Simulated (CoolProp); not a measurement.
Values from CoolProp's reference Helmholtz-energy equation of state, Lemmon 2003. It is a pseudo-pure fit of the blend.

**Question.** For R507A, give the phase and the cp (kJ/(kg K)), cv (kJ/(kg K)) at 179.25 °C and 15.1 MPa; 225.55 °C and 1.01 MPa.

**Answer.** 
- 179.25 °C and 15.1 MPa: supercritical; cp 1.57, cv 1.09
- 225.55 °C and 1.01 MPa: gas; cp 1.18, cv 1.08
